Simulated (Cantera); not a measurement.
Input (Python, Cantera):

```python
import numpy as np
import cantera as ct

gas = ct.Solution("gri30.yaml")
gas.TPX = 1398, 59000, {'CH4': 1, 'CO2': 3.1, 'H2': 0.22}
reactor = ct.IdealGasConstPressureReactor(gas, energy="off", clone=False)
net = ct.ReactorNet([reactor])
net.rtol, net.atol = 1e-08, 1e-18
show = ['CH4', 'CO2', 'H2', 'CO', 'CH2CO']
times = np.geomspace(1e-06, 7, 9)

steps = ct.SolutionArray(gas, extra=["t"])
rows = []
print(f"{'t/s':>10s}{'T/K':>9s}{'P/Pa':>11s}" + "".join(f"{s:>11s}" for s in show))
for t in times:
    while net.time < t:
        t_next = net.step()
        steps.append(gas.state, t=t_next)
    rows.append([np.interp(t, steps.t, y) for y in (steps.T, steps.P, *steps(*show).X.T)])
    print(f"{t:10.3e}{rows[-1][0]:9.1f}{rows[-1][1]:11.4g}" + "".join(f"{x:11.3e}" for x in rows[-1][2:]))
rate = np.gradient(steps.T, steps.t)
print("integrator steps:", len(steps.t))
if steps.T.max() > steps.T[0] + 200:
    print(f"time of steepest temperature rise: {steps.t[rate.argmax()]:.4e} s")
gas.TPX = 1398, 59000, {'CH4': 1, 'CO2': 3.1, 'H2': 0.22}
gas.equilibrate("TP")
print(f"equilibrium (TP): T = {gas.T:.1f} K  " + "  ".join(f"{s} {gas[s].X[0]:.3e}" for s in show))
```

Result:

```
       t/s      T/K       P/Pa        CH4        CO2         H2         CO      CH2CO
 1.000e-06   1398.0    5.9e+04  2.315e-01  7.176e-01  5.093e-02  1.226e-10  3.226e-24
 7.172e-06   1398.0    5.9e+04  2.315e-01  7.176e-01  5.093e-02  1.617e-09  2.945e-21
 5.144e-05   1398.0    5.9e+04  2.315e-01  7.176e-01  5.093e-02  2.262e-08  1.938e-18
 3.689e-04   1398.0    5.9e+04  2.315e-01  7.176e-01  5.093e-02  6.891e-07  2.631e-15
 2.646e-03   1398.0    5.9e+04  2.314e-01  7.176e-01  5.093e-02  2.272e-05  3.213e-12
 1.898e-02   1398.0    5.9e+04  2.311e-01  7.172e-01  5.084e-02  3.038e-04  5.370e-10
 1.361e-01   1398.0    5.9e+04  2.284e-01  7.133e-01  5.037e-02  3.297e-03  3.924e-08
 9.760e-01   1398.0    5.9e+04  2.084e-01  6.798e-01  5.147e-02  2.564e-02  1.009e-06
 7.000e+00   1398.0    5.9e+04  1.116e-01  5.024e-01  5.008e-02  1.479e-01  1.724e-05
integrator steps: 747
equilibrium (TP): T = 1398.0 K  CH4 1.255e-07  CO2 1.758e-01  H2 1.948e-01  CO 4.730e-01  CH2CO 2.382e-12
```

Model: GRI-Mech 3.0 (53 species, 325 reactions), integrated in Cantera.
